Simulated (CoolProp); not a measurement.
Saturation properties of propylene.

Computed with CoolProp (reference Helmholtz-energy equation of state, Lemmon 2013).

| T (K) | p (kPa) | enthalpy of vaporisation (kJ/kg) | liquid viscosity (µPa s) | liquid conductivity (mW/(m K)) |
|---|---|---|---|---|
| 206.6 | 39.14 | 459.1 | 245 | 153 |
| 222.1 | 86.45 | 442.7 | 203 | 147 |
| 237.5 | 169.3 | 425.2 | 172 | 140 |
| 252.9 | 302.9 | 406.1 | 146 | 133 |
| 268.4 | 505.5 | 384.7 | 126 | 126 |
| 283.8 | 792.7 | 360.6 | 109 | 118 |
| 299.2 | 1185 | 332.9 | 94.1 | 111 |
| 314.7 | 1707 | 299.7 | 80.9 | 103 |
| 330.1 | 2376 | 259.1 | 68.7 | 94.3 |
| 345.5 | 3222 | 204.4 | 56.2 | 85.7 |

It boils at 225.5 K under 1 atm.

Viscosity comes from a separate model (Huber 2003), an estimate that may be off by 10 % or more. Thermal conductivity comes from a separate model (Huber 2003), an estimate that may be off by 10 % or more.
